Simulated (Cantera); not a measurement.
Gas mixture: H2O : C3H8 = 0.54 : 0.94 (molar parts), at 0.0263 atm, frozen composition.

Cantera's kinetic-theory transport with the Lennard-Jones parameters of GRI-Mech 3.0, ideal gas; thermal conductivity in the multicomponent form. Polar gases are described roughly by these parameters. The composition is frozen, though it would react at the higher temperatures.

D: mixture-averaged diffusion coefficient of that species in the mixture.

| T (K) | ρ (kg/m³) | cp (J/kg/K) | μ (µPa s) | λ (mW/m/K) | Pr | D (cm²/s) C2H2 | D (cm²/s) CH3 | D (cm²/s) CO2 |
|---|---|---|---|---|---|---|---|---|
| 400 | 0.0277 | 2090 | 11.7 | 32.8 | 0.747 | 7.20 | 9.91 | 6.57 |
| 600 | 0.0185 | 2746 | 17.0 | 60.6 | 0.769 | 15.3 | 20.7 | 14.1 |
| 800 | 0.0139 | 3253 | 21.7 | 90.2 | 0.781 | 25.6 | 34.4 | 23.6 |
| 1000 | 0.0111 | 3643 | 25.9 | 120 | 0.788 | 37.8 | 50.5 | 35.0 |
| 1200 | 0.00924 | 3919 | 29.9 | 148 | 0.792 | 51.8 | 69.0 | 48.1 |
| 1400 | 0.00792 | 4151 | (withheld) | (withheld) | 0.794 | (withheld) | (withheld) | (withheld) |
| 1600 | 0.00693 | 4344 | 37.0 | 202 | 0.795 | 84.4 | 112 | 78.6 |
| 1800 | 0.00616 | 4502 | 40.2 | (withheld) | 0.796 | (withheld) | (withheld) | (withheld) |
| 2000 | 0.00554 | 4630 | 43.3 | 252 | 0.797 | 123 | 163 | 115 |

Question: Fill in the missing entries.

Answer: 
- 1400, μ (µPa s): 33.5
- 1400, λ (mW/m/K): 175
- 1400, D (cm²/s) C2H2: 67.3
- 1400, D (cm²/s) CH3: 89.5
- 1400, D (cm²/s) CO2: 62.6
- 1800, λ (mW/m/K): 227
- 1800, D (cm²/s) C2H2: 103
- 1800, D (cm²/s) CH3: 137
- 1800, D (cm²/s) CO2: 96.0
